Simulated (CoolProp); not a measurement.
The fluid at 411.5 K and 0.654 MPa (stagnation) flows isentropically through a choked orifice. The same conditions are run with several fluids, on thermodynamics alone (safety and materials aside).

Model: reference Helmholtz-energy equation of state of each fluid (sulfur dioxide: Gao 2016; ammonia: Gao 2020; R407C: Lemmon 2003; cis-2-butene: Lemmon 2005; R125: Lemmon 2005), in CoolProp. Blends and air are pseudo-pure fits.

| fluid | throat to inlet pressure ratio | mass flux (kg/(m² s)) | throat temperature (K) |
|---|---|---|---|
| sulfur dioxide | ___ | 1880 | ___ |
| ammonia | 0.549 | ___ | 360.7 |
| R407C | ___ | 2090 | ___ |
| cis-2-butene | 0.594 | 1690 | 393.0 |
| R125 | 0.592 | ___ | 395.0 |

Task: Fill in the missing entries.

Result: 
- sulfur dioxide, throat to inlet pressure ratio: 0.557
- sulfur dioxide, throat temperature (K): 366.7
- ammonia, mass flux (kg/(m² s)): 977
- R407C, throat to inlet pressure ratio: 0.585
- R407C, throat temperature (K): 389.4
- R125, mass flux (kg/(m² s)): 2440
